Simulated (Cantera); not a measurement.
# Thermodynamics of silicon etching in halogen gases, feed Si + HF + H2 + Cl2

Input: 1 mol Si, 1.6 mol HF, a varied amount of H2, 0.54 mol Cl2, equilibrated at 498.15 K and 13.3 mbar.

Cantera equilibrium calculation (NASA polynomials, part measured and part estimated; ideal gas, pure solids and liquids). Candidate condensed phases: Si; 37 gas species. Equilibrium is a limit: real reactors are often held back by kinetics, nucleation or transport.

From 12 mol H2 to 90 mol H2 the condensed part is Si(s). The main Si-bearing gas is SiF4 throughout. The share of Si in condensed phases is highest at 12 mol H2 (30.6 %) and lowest at 90 mol H2 (29.3 %).

```json
[
 {"n(H2) (mol)": "12", "log p H2": "-1.90", "log p SiF4": "-3.41", "log p SiCl4": "-3.68", "log p SiHCl3": "-4.10", "log p SiHF3": "-4.91", "log p SiH2Cl2": "-5.98", "n Si(s)": "0.306"},
 {"n(H2) (mol)": "25", "log p H2": "-1.89", "log p SiF4": "-3.71", "log p SiCl4": "-4.00", "log p SiHCl3": "-4.33", "log p SiHF3": "-5.12", "log p SiH2Cl2": "-6.12", "n Si(s)": "0.302"},
 {"n(H2) (mol)": "38", "log p H2": "-1.88", "log p SiF4": "-3.88", "log p SiCl4": "-4.19", "log p SiHCl3": "-4.46", "log p SiHF3": "-5.25", "log p SiH2Cl2": "-6.21", "n Si(s)": "0.299"},
 {"n(H2) (mol)": "51", "log p H2": "-1.88", "log p SiF4": "-4.01", "log p SiCl4": "-4.32", "log p SiHCl3": "-4.56", "log p SiHF3": "-5.35", "log p SiH2Cl2": "-6.28", "n Si(s)": "0.297"},
 {"n(H2) (mol)": "64", "log p H2": "-1.88", "log p SiF4": "-4.10", "log p SiCl4": "-4.42", "log p SiHCl3": "-4.64", "log p SiHF3": "-5.42", "log p SiH2Cl2": "-6.33", "n Si(s)": "0.296"},
 {"n(H2) (mol)": "77", "log p H2": "-1.88", "log p SiF4": "-4.18", "log p SiCl4": "-4.51", "log p SiHCl3": "-4.71", "log p SiHF3": "-5.48", "log p SiH2Cl2": "-6.37", "n Si(s)": "0.294"},
 {"n(H2) (mol)": "90", "log p H2": "-1.88", "log p SiF4": "-4.25", "log p SiCl4": "-4.58", "log p SiHCl3": "-4.76", "log p SiHF3": "-5.53", "log p SiH2Cl2": "-6.40", "n Si(s)": "0.293"}
]
```
log p: log10 of the partial pressure in bar; n: condensed amount in mol.
